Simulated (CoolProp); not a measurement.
The fluid at 502 K and 0.752 MPa flows at 0.3 m/s in a round tube of 12.7 mm bore and 1.5 µm roughness, fully developed (64/Re and Nu = 3.66 if laminar; Colebrook and Gnielinski if turbulent). The same conditions are run with several fluids, on thermodynamics alone (safety and materials aside).

Computed with CoolProp (reference Helmholtz-energy equation of state of each fluid (toluene: Lemmon 2006; normal hydrogen: Leachman 2009; n-heptane: Span 2003; dry air: Lemmon 2000; n-hexane: Thol 2019)). Blends and air are pseudo-pure fits.

```
fluid            Reynolds number  Darcy friction factor  pressure drop (Pa/m)  heat-transfer coefficient (W/(m² K))  mass flow (kg/h)
---------------  ---------------  ---------------------  --------------------  ------------------------------------  ----------------
toluene                     6310                 0.0352                  2.37                                  48.5              2.61
normal hydrogen              108                  0.593                 0.760                                  78.5            0.0495
n-heptane                   7850                 0.0331                  2.47                                  71.2              2.88
dry air                      728                 0.0879                  1.62                                  11.6             0.712
n-hexane                    5950                 0.0357                  2.17                                  56.6              2.35
```

Transport values come from each fluid's own correlations.
